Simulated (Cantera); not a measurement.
Input (Python, Cantera):

```python
import numpy as np
import cantera as ct

gas = ct.Solution("gri30.yaml")
gas.TPX = 775, 500000, {'CH4': 1, 'H2': 0.042, 'O2': 2.02, 'N2': 7.6}
inlet = ct.Reservoir(gas, clone=True)
gas.equilibrate("HP")  # start burning
reactor = ct.IdealGasConstPressureReactor(gas, energy="on", clone=False)
exhaust = ct.Reservoir(gas, clone=True)
tau = [0.038, 0.02, 0.01, 0.0055, 0.0029, 0.0015, 0.00079, 0.00041, 0.00022, 0.00011, 5.9e-05, 3.1e-05, 1.6e-05][0]
for a, b in ((inlet, reactor), (reactor, exhaust)):
    ct.MassFlowController(a, b, mdot=lambda t: reactor.mass / tau)
net = ct.ReactorNet([reactor])
show = ['CH4', 'H2', 'O2', 'N2O', 'H2O']

rows = []
print(f"{'tau/s':>10s}{'T/K':>9s}" + "".join(f"{s:>11s}" for s in show))
for tau in [0.038, 0.02, 0.01, 0.0055, 0.0029, 0.0015, 0.00079, 0.00041, 0.00022, 0.00011, 5.9e-05, 3.1e-05, 1.6e-05]:
    net.initial_time = 0.0
    net.advance(30 * tau)
    before = gas.X
    net.advance(40 * tau)
    drift = np.max(np.abs(gas.X - before) / (gas.X + 1e-9))
    rows.append([gas.T, *gas[show].X, drift])
    print(f"{tau:10.3e}{gas.T:9.1f}" + "".join(f"{x:11.3e}" for x in gas[show].X))
```

Result:

```
     tau/s      T/K        CH4         H2         O2        N2O        H2O
 3.800e-02   2507.0  1.041e-06  5.940e-03  7.442e-03  4.871e-07  1.800e-01
 2.000e-02   2506.3  1.942e-06  5.975e-03  7.647e-03  4.922e-07  1.799e-01
 1.000e-02   2504.4  3.759e-06  6.054e-03  8.002e-03  4.988e-07  1.797e-01
 5.500e-03   2500.8  6.555e-06  6.191e-03  8.452e-03  5.039e-07  1.794e-01
 2.900e-03   2493.5  1.167e-05  6.456e-03  9.117e-03  5.074e-07  1.788e-01
 1.500e-03   2480.3  2.064e-05  6.919e-03  1.006e-02  5.084e-07  1.778e-01
 7.900e-04   2460.0  3.500e-05  7.611e-03  1.128e-02  5.058e-07  1.764e-01
 4.100e-04   2430.7  5.876e-05  8.598e-03  1.290e-02  4.977e-07  1.744e-01
 2.200e-04   2394.4  9.512e-05  9.791e-03  1.482e-02  4.837e-07  1.719e-01
 1.100e-04   2344.7  1.639e-04  1.136e-02  1.740e-02  4.616e-07  1.686e-01
 5.900e-05   2292.2  2.749e-04  1.291e-02  2.023e-02  4.373e-07  1.652e-01
 3.100e-05   2230.3  4.959e-04  1.458e-02  2.398e-02  4.075e-07  1.615e-01
 1.600e-05   2154.2  1.029e-03  1.637e-02  2.984e-02  3.653e-07  1.575e-01
```

Cantera simulation using GRI-Mech 3.0 (53 species, 325 reactions); the numbers are that mechanism's predictions, not measurements.
